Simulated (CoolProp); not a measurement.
R125 along the isobar 17100 kPa: density (kg/m³) from the reference equation and from simpler models built on Tc = 339.2 K, pc = 3618 kPa, ω = 0.305; each cubic takes its own stable root.

The numbers come from the reference Helmholtz-energy equation of state, Lemmon 2005 in CoolProp.

```
T (K)          phase  reference
-----  -------------  ---------
306.8         liquid       1294
314.7         liquid       1266
322.6         liquid       1236
330.4         liquid       1207
338.3         liquid       1176
346.1  supercritical       1145
354    supercritical       1113
361.9  supercritical       1080
369.7  supercritical       1046
```

Problem. How far does each simpler model (Redlich-Kwong, Peng-Robinson) lie from the reference over these 9 states: mean and median of the absolute difference, and the worst?

Solution. 
- Redlich-Kwong: mean 8.0 %, median 8.2 %, worst -8.9 % at 306.8 K and 17100 kPa
- Peng-Robinson: mean 2.2 %, median 2.3 %, worst +3.9 % at 306.8 K and 17100 kPa
